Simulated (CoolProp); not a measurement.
A simple Rankine cycle with cis-2-butene: condensing at 297.15 K, boiler at 1.78 MPa, turbine inlet 399.8 K, turbine efficiency 0.8, pump efficiency 0.8, no recuperator. Each further row changes one setting.

Model: reference Helmholtz-energy equation of state, Lemmon 2005, in CoolProp. It is a short technical equation, of lower accuracy than the large ones.

| case | thermal efficiency (%) | net work (kJ/kg) | heat in (kJ/kg) | turbine exit temperature (K) | volume ratio over the turbine |
|---|---|---|---|---|---|
| as stated | 14.7 | 76.4 | 521 | ? | 8.88 |
| turbine inlet 419.8 K | 14.8 | 83.6 | 566 | ? | 8.61 |
| condensing temperature 289.15 K | 15.9 | ? | 538 | 321.9 | 11.5 |
| boiler pressure 1.25 MPa | 12.8 | 69.0 | ? | 344.6 | 5.93 |
| turbine efficiency 0.7 | 12.8 | 66.4 | 521 | 335.1 | 9.07 |

**Question.** What belongs in the gaps?

**Answer.** 
- as stated, turbine exit temperature (K): 329.0
- turbine inlet 419.8 K, turbine exit temperature (K): 351.8
- condensing temperature 289.15 K, net work (kJ/kg): 85.8
- boiler pressure 1.25 MPa, heat in (kJ/kg): 539
